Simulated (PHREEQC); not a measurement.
A solution holds 6.8 mmol/kgw NH4BF4 and 7 mmol/kgw H2SiF6, at 25 °C. Closed to the air; pH follows from the charge balance.

Model: ion-association model, wateq4f.dat, run in PHREEQC.

Precipitation was switched off in this run.

Task: Order these F species by the share of F that they hold, largest first: BF3OH-, BF4-, F-, SiF6-2, HF.

Result: SiF6-2 (60 %), BF4- (30 %), HF (8.1 %), BF3OH- (1.4 %), F- (0.56 %)

The pH is 1.95 and the ionic strength 0.0266 mol/kgw. SiF6-2 is the database's only silicon fluoride. Real BF4- forms and hydrolyses slowly; the run takes it at equilibrium.
